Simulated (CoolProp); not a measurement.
Vapour-liquid equilibrium of carbon dioxide (1) + ethane (2) at 257.2 K; x and y are mole fractions of (1).

The numbers come from the multi-fluid Helmholtz-energy mixture model, Span 1996 and Bücker 2006; pair parameters Kunz 2012 in CoolProp.

| x | bubble pressure (MPa) | y at the bubble point | dew pressure at overall composition x (MPa) | liquid density (mol/L) |
|---|---|---|---|---|
| 0.05 | 1.742 | 0.109 | 1.656 | 14.57 |
| 0.125 | 1.947 | 0.236 | … | 14.78 |
| 0.2 | 2.120 | 0.332 | 1.886 | 15.01 |
| 0.275 | 2.262 | 0.409 | 2.016 | 15.28 |
| 0.35 | 2.377 | 0.472 | 2.153 | … |
| 0.425 | 2.465 | … | 2.293 | 16.00 |
| 0.5 | 2.529 | 0.574 | 2.424 | 16.48 |
| 0.575 | 2.570 | 0.619 | 2.530 | 17.06 |
| 0.65 | 2.591 | … | 2.587 | 17.76 |
| 0.725 | 2.588 | 0.708 | 2.582 | … |
| 0.8 | 2.559 | 0.759 | 2.519 | … |
| 0.875 | 2.492 | 0.823 | 2.421 | 20.72 |
| 0.95 | 2.364 | … | 2.306 | … |

Task: Complete the blanks.

Result: 
- 0.125, dew pressure at overall composition x (MPa): 1.766
- 0.35, liquid density (mol/L): 15.60
- 0.425, y at the bubble point: 0.526
- 0.65, y at the bubble point: 0.663
- 0.725, liquid density (mol/L): 18.59
- 0.8, liquid density (mol/L): 19.58
- 0.95, y at the bubble point: 0.913
- 0.95, liquid density (mol/L): 22.04

y crosses x between x = 0.65 and 0.725: the model has an azeotrope there.

The pair parameters rest on a limited set of measurements; away from them the model extrapolates.
